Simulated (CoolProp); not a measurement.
Fluorine at 273.59 K and 0.28 MPa is throttled through a valve to 0.151 MPa with no heat exchange. Each further row changes one setting.

The numbers come from the reference Helmholtz-energy equation of state, de Reuck 1990 in CoolProp.

| case | temperature change (K) | final density (kg/m³) |
|---|---|---|
| as stated | ? | ? |
| outlet pressure 0.0453 MPa | -0.5 | 0.758 |
| outlet pressure 0.196 MPa | ? | ? |

**Question.** Some entries are withheld; supply them.

**Answer.** 
- as stated, temperature change (K): -0.3
- as stated, final density (kg/m³): 2.53
- outlet pressure 0.196 MPa, temperature change (K): -0.2
- outlet pressure 0.196 MPa, final density (kg/m³): 3.28
